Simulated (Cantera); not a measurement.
A closed system holds: 1 mol C6H6, 0.3 mol NH3, at 0.970 bar.

Cantera equilibrium calculation (NASA polynomials, part measured and part estimated; ideal gas, pure solids and liquids). Candidate condensed phases: C, C6H6, C7H8, C8H18; 92 gas species. The numbers say what is thermodynamically allowed, not how fast it happens.

x: gas mole fraction; n: condensed amount in mol.

```csv
T (K),x H2,x CH4,x N2,x NH3,n C(graphite)
550,0.0462,0.876,0.0780,…,4.32
600,0.0952,0.828,0.0760,0.000327,4.37
650,0.173,0.754,0.0729,0.000352,4.45
700,0.281,0.650,0.0686,0.000354,4.58
750,0.412,0.525,0.0634,0.000329,4.76
800,0.549,0.393,0.0579,…,4.98
850,0.673,0.274,0.0530,…,5.23
900,0.771,0.180,0.0491,…,5.45
950,0.839,0.114,0.0464,…,5.63
1000,0.883,0.0722,0.0446,…,5.76
```

Problem. Some entries are withheld; supply them.

Solution. 
- 550, x NH3: 0.000284
- 800, x NH3: 0.000284
- 850, x NH3: 0.000229
- 900, x NH3: 0.000176
- 950, x NH3: 0.000132
- 1000, x NH3: 9.90e-5
